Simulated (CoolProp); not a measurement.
Vapour-liquid equilibrium of R143a (1) + R236FA (2) at 300.4 K; x and y are mole fractions of (1).

Model: multi-fluid Helmholtz-energy mixture model, Lemmon and Jacobsen 2000 and Pan 2012; pair parameters Bell 2016, in CoolProp.

| x | bubble pressure (bar) | y at the bubble point | dew pressure at overall composition x (bar) | liquid density (mol/L) |
|---|---|---|---|---|
| 0.05 | 3.328 | 0.151 | 3.051 | 8.998 |
| 0.15 | 4.162 | 0.374 | 3.324 | 9.213 |
| 0.25 | 5.049 | 0.531 | 3.652 | 9.431 |
| 0.35 | 5.987 | 0.647 | 4.051 | 9.652 |
| 0.45 | 6.976 | 0.735 | 4.548 | 9.873 |
| 0.55 | 8.017 | 0.805 | 5.182 | 10.09 |
| 0.65 | 9.108 | 0.862 | 6.020 | 10.31 |
| 0.75 | 10.25 | 0.909 | 7.176 | 10.52 |
| 0.85 | 11.45 | 0.949 | 8.862 | 10.71 |
| 0.95 | 12.71 | 0.984 | 11.49 | 10.88 |

No azeotrope shows between x = 0.05 and 0.95.

The pair parameters rest on a limited set of measurements; away from them the model extrapolates.
